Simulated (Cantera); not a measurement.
A perfectly stirred reactor is fed with 0.108 % CO, 1.38 % O2, 0.157 % H2O, 98.4 % N2, equivalence ratio 0.039, at 7500 Torr; it is held at 1523 K, and followed from long to short residence time.

Model: GRI-Mech 3.0 (53 species, 325 reactions), integrated in Cantera.

x: mole fraction; the columns are a selection and need not sum to one.

```
τ (s)   x CO    x O2    x H2O      x O    x N2O     x CO2     x OH
------  ----  ------  -------  -------  -------  --------  -------
1.1      ___  0.0132  0.00157  7.10e-7  2.87e-7   0.00108  6.18e-6
0.65     ___  0.0132  0.00157  9.25e-7  3.71e-7   0.00107  7.00e-6
0.39     ___  0.0132  0.00157  1.21e-6  4.79e-7   0.00107  7.93e-6
0.23     ___  0.0132  0.00157  1.60e-6  6.25e-7   0.00107  9.04e-6
0.14     ___  0.0132  0.00157  2.09e-6  8.01e-7   0.00106  1.02e-5
0.083    ___  0.0132  0.00157  2.79e-6  1.03e-6   0.00105  1.16e-5
0.049    ___  0.0133  0.00157  3.73e-6  1.32e-6   0.00103  1.32e-5
0.030    ___  0.0133  0.00157  4.90e-6  1.61e-6   0.00101  1.48e-5
0.018    ___  0.0133  0.00157  6.49e-6  1.93e-6  0.000974  1.67e-5
0.011    ___  0.0133  0.00156  8.46e-6  2.21e-6  0.000931  1.86e-5
0.0063   ___  0.0133  0.00156  1.13e-5  2.41e-6  0.000864  2.09e-5
```

### Question
What belongs in the gaps?

### Answer

- 1.1, x CO: 5.38e-6
- 0.65, x CO: 8.01e-6
- 0.39, x CO: 1.17e-5
- 0.23, x CO: 1.73e-5
- 0.14, x CO: 2.49e-5
- 0.083, x CO: 3.65e-5
- 0.049, x CO: 5.35e-5
- 0.030, x CO: 7.59e-5
- 0.018, x CO: 0.000108
- 0.011, x CO: 0.000152
- 0.0063, x CO: 0.000219
